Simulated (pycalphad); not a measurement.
Source of the numbers: pycalphad with the COST 507 light-alloy database (1999); pressure 1 atm. These are 1990s assessments: newer ones move some temperatures and phases. Diffusion is slow at the low end, where real alloys seldom reach equilibrium.

### Question
How does the equilibrium phase assembly of Al-0.6Si-2.4C (at.%) change on cooling from 1850 K to 500 K?

### Answer
| T (K) | phases above | phases below |
|---|---|---|
| 929.6 | AL4C3 + LIQUID | AL4C3 + FCC_A1 + LIQUID |
| 927.8 | AL4C3 + FCC_A1 + LIQUID | AL8SIC7 + FCC_A1 + LIQUID |
| 917.3 | AL8SIC7 + FCC_A1 + LIQUID | AL8SIC7 + FCC_A1 |
| 678.9 | AL8SIC7 + FCC_A1 | AL8SIC7 + DIAMOND_A4 + FCC_A1 |
Changes were sought between steps of 25 K, so a narrower field can be missed. At the top of the range, 1850 K, the alloy is not yet fully liquid: it holds LIQUID + AL4C3.

Database names, with the compositions (at.%) that they take in these runs: AL4C3: Al 57 C 43; AL8SIC7: Al 50 C 44 Si 6. FCC_A1 is fcc; DIAMOND_A4 is diamond (Si).
